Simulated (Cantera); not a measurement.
# Diamond growth

A diamond (100) surface in a fixed gas of H2 with x(CH4) = 0.011, x(H) = 0.00043, x(CH3) = 1.8e-05, at 948 K; coverages are run to steady state.

Model: the Harris–Goodwin 1993 mechanism for the reconstructed diamond (100) surface, integrated in Cantera.

```
P (Pa)  growth (µm/h)  θ c6HH  θ c6H*  θ c6*H   θ c6**  θ c6HM
------  -------------  ------  ------  ------  -------  ------
1300           0.0627   0.634  0.0135   0.322  0.00570  0.0185
2000            0.108   0.633  0.0135   0.321  0.00568  0.0207
3300            0.194   0.631  0.0134   0.321  0.00567  0.0226
5300            0.329   0.630  0.0134   0.320  0.00566  0.0239
8600            0.553   0.629  0.0134   0.320  0.00565  0.0248
14000           0.922   0.629  0.0134   0.319  0.00565  0.0254
23000            1.54   0.628  0.0134   0.319  0.00565  0.0258
37000            2.49   0.628  0.0134   0.319  0.00565  0.0260
```
θ: site fractions in the mechanism's names (c6HH fully hydrogenated, c6H* and c6*H radical sites, c6** diradical, c6HM methylated).
